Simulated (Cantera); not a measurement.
A Cantera script and what it prints.

```python
import numpy as np
import cantera as ct

gas_names = """
    B BF BF2 BF3 BN B2 F F2 N NF NF2 NF3 N2
""".split()
cond_names = """
    B(b) B(L) BN(s)
""".split()


# ... load() reads the species with a 1 bar reference pressure and builds the phases ...
atoms = {
    'BN': {'B': 1, 'N': 1},
    'F2': {'F': 2},
    'N2': {'N': 2},
}
top_T = {'BN(s)': 3200}  # K; cautious upper limits of use, not melting points


# ... equilibrate(T, P, feed) seeds the gas with the atoms and calls Mixture.equilibrate('TP', solver="vcs", rtol=1e-11, max_steps=5000) ...
results = []
feed = {'BN': 1, 'F2': 1.9, 'N2': 58}  # mol
T = 1975  # K
P = 1400  # Pa
mix = equilibrate(T, P, feed)
results.append((T, P, feed, dict(zip(mix.species_names, mix.species_moles))))
x = sorted(zip(gas.X, gas.species_names), reverse=True)
print(f"T = {T:g} K  P = {P:g} Pa  gas = {mix.phase_moles(0):.4g} mol")
print("   x: " + "  ".join(f"{s} {v:.3e}" for v, s in x if v > 0.001))
print("   condensed (mol): " + ("  ".join(f"{mix.phase(i).name} {mix.phase_moles(i):.4g}"
      for i in range(1, mix.n_phases) if mix.phase_moles(i) > 1e-12) or "none"))
```

It prints:

```
T = 1975 K  P = 1400 Pa  gas = 60.3 mol
   x: N2 9.701e-01  BF3 1.658e-02  F 1.327e-02
   condensed (mol): none
```

Equilibrium computed with Cantera from the NASA thermochemical tables; the gas is ideal and each condensed phase is pure.
